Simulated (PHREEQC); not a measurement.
Solution (25 °C): 9 mmol/kgw H3BO3, 36 mmol/kgw Na2SO4 and 110 mmol/kgw KCl. It is in equilibrium with CO2 at log p = -3.4 (atm). Otherwise closed; pH follows from the charge balance.

Equilibrium calculation in PHREEQC: ion-association model, wateq4f.dat.

This is a speciation only: nothing precipitates in the calculation.

Question: Order these S species by the share of S that they hold, largest first: KSO4-, SO4-2, NaSO4-.

Answer: SO4-2 (77 %), KSO4- (16 %), NaSO4- (7.7 %)

The pH is 5.58 and the ionic strength 0.201 mol/kgw.
